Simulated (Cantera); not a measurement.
Charge: 1 mol Al₂O₃, 0.017 mol N₂, equilibrated at 1300 °C and 2.50 Pa.

Cantera equilibrium calculation (NASA polynomials, part measured and part estimated; ideal gas, pure solids and liquids). Candidate condensed phases: Al, AlN, Al₂O₃; 16 gas species. Kinetics and transport are ignored.

Problem. What is the equilibrium state?

Solution. 
```
Quantity                               Result
--------------------------------  -----------
x(N₂)                                    1.00
n(Al₂O₃(s))                          1.00 mol
gas amount                        0.01700 mol
log10 activity of Al(l) (absent)        -7.96
```
